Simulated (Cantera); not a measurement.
# Stirred combustor or abatement burner

A perfectly stirred reactor is fed with 7.48 % CH₄, 19.4 % O₂, 73.1 % N₂, equivalence ratio 0.77, at 500000 Pa; it is adiabatic with a 748 K inlet, and is followed from long to short residence time, starting on the burning branch (τ in s: 0.037, 0.019, 0.0094, 0.0047, 0.0024, 0.0012, 0.00059, 0.0003, 0.00015, 7.5e-05, 3.7e-05, 1.9e-05).

Detailed kinetics in Cantera: GRI-Mech 3.0 (53 species, 325 reactions).

```json
[
 {"τ (s)": "0.037", "T (K)": "2275", "x CH₄": "1.66e-6", "x O₂": "0.0435", "x H₂O₂": "2.86e-7", "x H₂O": "0.147", "x CO": "0.00167", "x OH": "0.00372"},
 {"τ (s)": "0.019", "T (K)": "2275", "x CH₄": "3.14e-6", "x O₂": "0.0440", "x H₂O₂": "2.91e-7", "x H₂O": "0.147", "x CO": "0.00176", "x OH": "0.00380"},
 {"τ (s)": "0.0094", "T (K)": "2274", "x CH₄": "6.09e-6", "x O₂": "0.0444", "x H₂O₂": "2.96e-7", "x H₂O": "0.146", "x CO": "0.00194", "x OH": "0.00393"},
 {"τ (s)": "0.0047", "T (K)": "2271", "x CH₄": "1.14e-5", "x O₂": "0.0447", "x H₂O₂": "3.05e-7", "x H₂O": "0.146", "x CO": "0.00227", "x OH": "0.00412"},
 {"τ (s)": "0.0024", "T (K)": "2265", "x CH₄": "2.03e-5", "x O₂": "0.0451", "x H₂O₂": "3.20e-7", "x H₂O": "0.146", "x CO": "0.00282", "x OH": "0.00441"},
 {"τ (s)": "0.0012", "T (K)": "2253", "x CH₄": "3.53e-5", "x O₂": "0.0456", "x H₂O₂": "3.47e-7", "x H₂O": "0.145", "x CO": "0.00377", "x OH": "0.00488"},
 {"τ (s)": "0.00059", "T (K)": "2234", "x CH₄": "6.02e-5", "x O₂": "0.0463", "x H₂O₂": "3.97e-7", "x H₂O": "0.144", "x CO": "0.00528", "x OH": "0.00552"},
 {"τ (s)": "0.00030", "T (K)": "2207", "x CH₄": "9.87e-5", "x O₂": "0.0474", "x H₂O₂": "4.70e-7", "x H₂O": "0.143", "x CO": "0.00738", "x OH": "0.00624"},
 {"τ (s)": "0.00015", "T (K)": "2169", "x CH₄": "0.000165", "x O₂": "0.0491", "x H₂O₂": "5.77e-7", "x H₂O": "0.141", "x CO": "0.0103", "x OH": "0.00697"},
 {"τ (s)": "7.5e-5", "T (K)": "2120", "x CH₄": "0.000288", "x O₂": "0.0515", "x H₂O₂": "7.24e-7", "x H₂O": "0.138", "x CO": "0.0143", "x OH": "0.00752"},
 {"τ (s)": "3.7e-5", "T (K)": "2054", "x CH₄": "0.000548", "x O₂": "0.0553", "x H₂O₂": "9.31e-7", "x H₂O": "0.135", "x CO": "0.0199", "x OH": "0.00763"},
 {"τ (s)": "1.9e-5", "T (K)": "1968", "x CH₄": "0.00121", "x O₂": "0.0618", "x H₂O₂": "1.23e-6", "x H₂O": "0.132", "x CO": "0.0279", "x OH": "0.00672"}
]
```
x: mole fraction; the columns are a selection and need not sum to one.
